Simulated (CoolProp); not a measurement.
Properties of nitrous oxide along the isotherm 339.9 K (Tc = 309.5 K, pc = 7245 kPa, ω = 0.161).

The numbers come from the reference Helmholtz-energy equation of state, Lemmon 2006 in CoolProp. It is a short technical equation, of lower accuracy than the large ones.

| p (kPa) | phase | density (kg/m³) | Joule-Thomson coefficient (K/MPa) | isothermal compressibility (1/MPa) | fugacity coefficient |
|---|---|---|---|---|---|
| 158 | gas | 2.475 | 8.078 | 6.365 | 0.9944 |
| 325 | gas | 5.121 | 8.085 | 3.113 | 0.9885 |
| 667 | gas | 10.64 | 8.100 | 1.536 | 0.9766 |
| 1370 | gas | 22.45 | 8.127 | 0.7691 | 0.9521 |
| 2810 | gas | 48.90 | 8.165 | 0.4002 | 0.9030 |
| 5770 | gas | 117.1 | 8.078 | 0.2349 | 0.8051 |
| 11900 | supercritical | 431.3 | 4.413 | 0.1699 | 0.6119 |
| 24300 | supercritical | 755.3 | 0.6347 | 0.01327 | 0.4060 |
| 50000 | supercritical | 903.3 | -0.01378 | 0.004101 | 0.3179 |
